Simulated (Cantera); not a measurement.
A freely propagating, adiabatic, planar premixed flame of H2 : O2 : N2 = 1 : 0.602 : 2.27 (molar parts), unburnt at 625 K and 1.00 bar; mixture-averaged transport, grid criteria slope 0.08 and curve 0.16, no radiation.

Computed with Cantera and the H2/O2 subset of GRI-Mech 3.0, which has no nitrogen chemistry. Burning velocities carry a grid error of a few per cent, more on coarse grids.

Problem. Predict: laminar burning velocity; thermal thickness; peak x(H); peak x(O); peak x(HO2).

Solution. 
```
Item                         Value
------------------------  --------
laminar burning velocity  695 cm/s
thermal thickness         0.468 mm
peak x(H)                   0.0459
peak x(O)                   0.0150
peak x(HO2)               0.000281
```
